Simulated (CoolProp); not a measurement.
Properties of hexamethyldisiloxane (MM) along the isotherm 274.7 K.

Model: reference Helmholtz-energy equation of state, Thol 2016, in CoolProp.

| p (MPa) | phase | density (kg/m³) | cp (kJ/(kg K)) | fugacity coefficient |
|---|---|---|---|---|
| 0.0305 | liquid | 784.0 | 1.842 | 0.04896 |
| 0.0461 | liquid | 784.0 | 1.842 | (withheld) |
| 0.0695 | liquid | 784.1 | 1.842 | 0.02156 |
| 0.105 | liquid | 784.1 | 1.842 | 0.01432 |
| 0.158 | liquid | 784.2 | 1.842 | (withheld) |
| 0.239 | liquid | 784.3 | 1.841 | 0.006367 |
| 0.36 | liquid | 784.4 | 1.841 | 0.004273 |
| 0.543 | liquid | 784.7 | 1.841 | 0.002881 |
| 0.819 | liquid | 785.1 | 1.841 | 0.001958 |
| 1.24 | liquid | 785.6 | 1.840 | 0.001344 |
| 1.86 | liquid | 786.4 | 1.839 | (withheld) |
| 2.81 | liquid | 787.7 | 1.838 | 0.0006833 |
| 4.24 | liquid | 789.5 | 1.836 | 0.0005152 |
| 6.4 | liquid | 792.1 | (withheld) | 0.0004144 |
| 9.66 | liquid | 796.0 | (withheld) | 0.0003676 |

Question: Complete the blanks.

Answer: 
- 0.0461, fugacity coefficient: 0.03244
- 0.158, fugacity coefficient: 0.009560
- 1.86, fugacity coefficient: 0.0009474
- 6.4, cp (kJ/(kg K)): 1.833
- 9.66, cp (kJ/(kg K)): 1.830
